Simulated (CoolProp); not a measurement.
Vapour-liquid equilibrium of propane (1) + isobutane (2) at 257.3 K; x and y are mole fractions of (1).

The numbers come from the multi-fluid Helmholtz-energy mixture model, Lemmon 2009 and Bücker 2006; pair parameters Kunz 2012 in CoolProp.

| x | bubble pressure, mixture model (bar) | bubble pressure, Raoult's law (bar) | y, mixture model | y, Raoult's law |
|---|---|---|---|---|
| 0.05 | 0.9573 | 0.9590 | ___ | 0.148 |
| 0.125 | 1.100 | 1.107 | 0.307 | 0.320 |
| 0.2 | 1.241 | 1.255 | ___ | 0.451 |
| 0.275 | ___ | 1.403 | ___ | 0.555 |
| 0.35 | 1.522 | 1.550 | 0.619 | 0.639 |
| 0.425 | 1.664 | 1.698 | 0.690 | 0.709 |
| 0.5 | 1.808 | 1.846 | ___ | 0.767 |
| 0.575 | 1.955 | 1.994 | 0.803 | 0.817 |
| 0.65 | 2.105 | 2.142 | 0.849 | 0.859 |
| 0.725 | 2.257 | 2.290 | 0.889 | 0.897 |
| 0.8 | 2.411 | 2.437 | 0.924 | 0.929 |
| 0.875 | 2.568 | 2.585 | 0.956 | 0.958 |
| 0.95 | ___ | 2.733 | 0.983 | 0.984 |

### Question
Fill in the missing entries.

### Answer

- 0.05, y, mixture model: 0.142
- 0.2, y, mixture model: 0.434
- 0.275, bubble pressure, mixture model (bar): 1.381
- 0.275, y, mixture model: 0.536
- 0.5, y, mixture model: 0.750
- 0.95, bubble pressure, mixture model (bar): 2.726

The largest gap from Raoult's law is -2.1 % in bubble pressure, at x = 0.5. No azeotrope shows between x = 0.05 and 0.95.

The pair parameters rest on a limited set of measurements; away from them the model extrapolates.
